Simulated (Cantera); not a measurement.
Standard-state values (1 bar) from the NASA 1993 polynomials, evaluated with Cantera. Values are per mole of reaction as written; species without (g) are pure solids or liquids, kept so even where they would boil at 1 bar.

2 SF₆(g) + S = 3 SF₄(g), with ΔH° = 151.5 kJ and ΔS° = 283.9 J/K at 300 K.

### Question
How far is the shortcut ΔG° ≈ ΔH°(300 K) − T·ΔS°(300 K) from the full temperature-dependent value at 373, 448, 523, 598, 673, 748, 823, 898, 973, 1048 K?

### Answer
```tsv
T (K)	shortcut (kJ)	full (kJ)	difference (kJ)	difference in log10 K	condensed phases
373	45.6	45.5	0.1	-0.01	S(s)
448	24.3	24.4	-0.1	0.01	S(l)
523	3.0	3.5	-0.4	0.04	S(l)
598	-18.3	-17.3	-1.0	0.09	S(l)
673	-39.6	-37.9	-1.7	0.13	S(l)
748	-60.9	-58.3	-2.5	0.18	S(l)
823	-82.2	-78.7	-3.5	0.22	S(l)
898	-103.4	-98.9	-4.5	0.26	S(l)
973	-124.7	-119.0	-5.7	0.31	S(l)
1048	-146.0	-139.0	-7.0	0.35	S(l)
```
The shortcut ignores heat capacities and the phase changes listed.
